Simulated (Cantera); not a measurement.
An isothermal, constant-pressure homogeneous reactor starts with CH4 : H2 = 1 : 1.4 (molar parts), at 1375 K and 1.00 bar. Integrator tolerance rtol = 1e-08.

Model: GRI-Mech 3.0 (53 species, 325 reactions), integrated in Cantera. GRI-Mech 3.0 stops at C3 and has no aromatics, soot or wall deposition, so with more carbon than oxygen in the feed, carbon stays in small species such as C2H2 where larger ones or solid carbon would form.

What does this change do: H2 1.4 to 2.1 parts?


| quantity | before | after |
|---|---|---|
| x(CH4) at 2.00 s | 0.373 (gas-phase equilibrium 0.304) | 0.297 (gas-phase equilibrium 0.261) |
| x(H2) at 2.00 s | 0.610 (gas-phase equilibrium 0.653) | 0.693 (gas-phase equilibrium 0.714) |
| x(H) at 2.00 s | 1.96e-6 (gas-phase equilibrium 2.79e-6) | 2.27e-6 (gas-phase equilibrium 2.92e-6) |
| x(C2H4) at 2.00 s | 0.00701 (gas-phase equilibrium 0.0176) | 0.00471 (gas-phase equilibrium 0.0108) |
| x(C2H6) at 2.00 s | 0.000169 (gas-phase equilibrium 0.000281) | 0.000115 (gas-phase equilibrium 0.000189) |
| x(CH2) at 2.00 s | 5.28e-11 (gas-phase equilibrium 7.67e-11) | 4.40e-11 (gas-phase equilibrium 6.01e-11) |

What does this change do: temperature 1375 to 1525 K?


| quantity | before | after |
|---|---|---|
| x(CH4) at 2.00 s | 0.373 (gas-phase equilibrium 0.304) | 0.132 (gas-phase equilibrium 0.130) |
| x(H2) at 2.00 s | 0.610 (gas-phase equilibrium 0.653) | 0.765 (gas-phase equilibrium 0.767) |
| x(H) at 2.00 s | 1.96e-6 (gas-phase equilibrium 2.79e-6) | 2.07e-5 (gas-phase equilibrium 2.09e-5) |
| x(C2H4) at 2.00 s | 0.00701 (gas-phase equilibrium 0.0176) | 0.0148 (gas-phase equilibrium 0.0149) |
| x(C2H6) at 2.00 s | 0.000169 (gas-phase equilibrium 0.000281) | 8.25e-5 (gas-phase equilibrium 8.20e-5) |
| x(CH2) at 2.00 s | 5.28e-11 (gas-phase equilibrium 7.67e-11) | 1.67e-9 (gas-phase equilibrium 1.66e-9) |
